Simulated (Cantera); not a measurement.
Adiabatic ignition

An adiabatic, constant-volume homogeneous reactor starts with CH3OH : O2 : N2 : H2O = 1 : 2.46 : 21.1 : 0.98 (molar parts), equivalence ratio 0.61, at 1198 K and 9.87 atm.

Computed with Cantera and GRI-Mech 3.0 (53 species, 325 reactions). GRI-Mech 3.0 was tuned for natural gas; its chemistry of methanol as a main component is partial and can be far from experiment.

| t (s) | T (K) | P (bar) | x CH3OH | x O2 | x NO | x HCN | x CH2O | x C2H2 |
|---|---|---|---|---|---|---|---|---|
| 1.00e-6 | 1198 | 10.0 | 0.0392 | 0.0963 | <1e-12 | <1e-12 | 1.13e-8 | <1e-12 |
| 2.76e-6 | 1198 | 10.0 | 0.0392 | 0.0963 | <1e-12 | <1e-12 | 3.40e-8 | <1e-12 |
| 7.59e-6 | 1198 | 10.0 | 0.0392 | 0.0963 | <1e-12 | <1e-12 | 1.02e-7 | <1e-12 |
| 2.09e-5 | 1198 | 10.0 | 0.0392 | 0.0963 | <1e-12 | <1e-12 | 3.13e-7 | <1e-12 |
| 5.76e-5 | 1198 | 10.0 | 0.0392 | 0.0963 | <1e-12 | <1e-12 | 9.48e-7 | <1e-12 |
| 0.000159 | 1198 | 10.0 | 0.0392 | 0.0963 | <1e-12 | <1e-12 | 2.95e-6 | <1e-12 |
| 0.000437 | 1198 | 10.0 | 0.0391 | 0.0963 | <1e-12 | <1e-12 | 1.26e-5 | <1e-12 |
| 0.00120 | 1198 | 10.0 | 0.0390 | 0.0962 | <1e-12 | <1e-12 | 0.000180 | <1e-12 |
| 0.00332 | 2081 | 17.7 | <1e-12 | 0.0367 | 2.46e-5 | <1e-12 | <1e-12 | <1e-12 |
| 0.00915 | 2080 | 17.7 | <1e-12 | 0.0366 | 0.000109 | <1e-12 | <1e-12 | <1e-12 |
| 0.0252 | 2080 | 17.7 | <1e-12 | 0.0365 | 0.000335 | <1e-12 | <1e-12 | <1e-12 |
| 0.0694 | 2078 | 17.7 | <1e-12 | 0.0362 | 0.000904 | <1e-12 | <1e-12 | <1e-12 |
| 0.191 | 2075 | 17.7 | <1e-12 | 0.0356 | 0.00208 | <1e-12 | <1e-12 | <1e-12 |
| 0.527 | 2071 | 17.6 | <1e-12 | 0.0350 | 0.00342 | <1e-12 | <1e-12 | <1e-12 |
| 1.45 | 2070 | 17.6 | <1e-12 | 0.0348 | 0.00381 | <1e-12 | <1e-12 | <1e-12 |
| 4.00 | 2070 | 17.6 | <1e-12 | 0.0348 | 0.00381 | <1e-12 | <1e-12 | <1e-12 |
x: mole fraction; the columns are a selection and need not sum to one.

- time of steepest temperature rise = 1.99 ms
- temperature at 4.00 s = 2070 K
- equilibrium temperature = 2070 K
- x(CH3OH) at 4.00 s = <1e-12 (gas-phase equilibrium <1e-12)
- x(O2) at 4.00 s = 0.0348 (gas-phase equilibrium 0.0348)
- x(NO) at 4.00 s = 0.00381 (gas-phase equilibrium 0.00381)
